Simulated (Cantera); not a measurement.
What does this Cantera script print?

```python
import numpy as np
import cantera as ct

gas_names = """
    B BH BH2 BH3 BN B2 H H2 N NH NH2 NH3 N2 N2H2 N2H4
""".split()
cond_names = """
    B(b) B(L) BN(s)
""".split()


# ... load() reads the species with a 1 bar reference pressure and builds the phases ...
atoms = {
    'B2H6': {'B': 2, 'H': 6},
    'NH3': {'N': 1, 'H': 3},
    'H2': {'H': 2},
}
top_T = {'BN(s)': 3200}  # K; cautious upper limits of use, not melting points


# ... equilibrate(T, P, feed) seeds the gas with the atoms and calls Mixture.equilibrate('TP', solver="vcs", rtol=1e-11, max_steps=5000) ...
results = []
feed = {'B2H6': 1, 'NH3': 2.7, 'H2': 13}  # mol
P = 40  # Pa
for T in [1175, 1275, 1375, 1475, 1575, 1675, 1775, 1875]:
    mix = equilibrate(T, P, feed)
    results.append((T, P, feed, dict(zip(mix.species_names, mix.species_moles))))

top = {s: max(r[3][s] / sum(r[3][g] for g in gas_names) for r in results) for s in gas_names}
cols = sorted((s for s in top if top[s] > 0.0001), key=lambda s: -top[s])[:5]
seen = [c for c in cond_names if any(r[3].get(c, 0) > 1e-12 for r in results)]
print("log10 of partial pressures in bar; condensed amounts in mol")
print(f"{'T/K':>10s}" + "".join(f"{s[:9]:>10s}" for s in cols + seen))
for T, P, feed, n in results:
    ng = sum(n[g] for g in gas_names)
    print(f"{T:10.4g}" + "".join(f"{np.log10(max(n[s] / ng * P / 1e5, 1e-99)):10.3f}" for s in cols)
          + "".join(f"{n.get(c, 0):10.4g}" for c in seen))
```

It prints:

```
log10 of partial pressures in bar; condensed amounts in mol
       T/K        H2        N2         H       BH2      B(b)     BN(s)
      1175    -3.405    -5.164    -8.614   -14.243         0         2
      1275    -3.405    -5.164    -7.835   -12.690         0         2
      1375    -3.406    -5.164    -7.168   -11.365         0         2
      1475    -3.406    -5.164    -6.590   -10.222         0         2
      1575    -3.406    -5.164    -6.085    -9.227         0         2
      1675    -3.408    -5.165    -5.639    -8.352         0         2
      1775    -3.412    -5.166    -5.244    -7.580         0     1.999
      1875    -3.430    -4.794    -4.899    -7.093     1.001    0.9936
```

Method: chemical equilibrium by Gibbs-energy minimisation in Cantera with the NASA 1993 tables (ideal gas, pure condensed phases). The feed counts by its element totals alone. Mutual solubility and eutectic melting of coexisting phases are not modelled. The tables' values for BH2 are old estimates; treat these amounts as uncertain.
